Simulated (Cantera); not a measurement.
A closed system holds: 1 mol Si₂H₆, a varied amount of CO₂, equilibrated at 1527 °C and 6.60 mbar.

Method: chemical equilibrium by Gibbs-energy minimisation in Cantera with the NASA 1993 tables (ideal gas, pure condensed phases). Candidate condensed phases: C, C₆H₆, C₇H₈, C₈H₁₈, H₂O, Si, SiC, SiO₂; 123 gas species. The feed counts by its element totals alone. Mutual solubility and eutectic melting of coexisting phases are not modelled. Gases not in the tables: Si₂H₆ and higher silanes. Kinetics and transport are ignored.

Problem. Which condensed phases are stable at each of these points (n(CO₂) (mol)): 0.2, 0.34, 0.48, 0.62, 0.76, 0.9, 1, 1.2, 1.3, 1.5, 1.6, 1.7, 1.9?

Solution. 
| n(CO₂) (mol) | condensed phases | Si condensed (%) |
|---|---|---|
| 0.2 | Si(l) + SiC(s) | 81.8 |
| 0.34 | Si(l) + SiC(s) | 69.1 |
| 0.48 | Si(l) + SiC(s) | 56.4 |
| 0.62 | Si(l) + SiC(s) | 43.7 |
| 0.76 | Si(l) + SiC(s) | 31.1 |
| 0.9 | SiC(s) | 27.5 |
| 1 | SiC(s) | 25.0 |
| 1.2 | SiC(s) | 20.0 |
| 1.3 | SiC(s) | 17.5 |
| 1.5 | SiC(s) | 12.5 |
| 1.6 | SiC(s) | 10.0 |
| 1.7 | SiC(s) | 7.5 |
| 1.9 | SiC(s) | 2.5 |

From 0.2 mol CO₂ to 0.76 mol CO₂ the condensed part is Si(l) + SiC(s). From 0.9 mol CO₂ to 1.9 mol CO₂ the condensed part is SiC(s).
